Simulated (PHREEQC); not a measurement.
A solution holds 0.0022 mol/kgw NaBF4, at 20 °C. Closed to the air; pH follows from the charge balance.

Equilibrium calculation in PHREEQC: ion-association model, wateq4f.dat.

Precipitation was switched off in this run.

Problem. What pH, ionic strength does the model give?

Solution. pH 3.06; ionic strength 0.00313 mol/kgw.

Problem. In which forms is B present?

Solution. BF4- 48 %, H3BO3 40 %, BF3OH- 7.8 %, BF2(OH)2- 4.4 % of the B.

Complexes and solids missing from the database can't appear. Real BF4- forms and hydrolyses slowly; the run takes it at equilibrium.
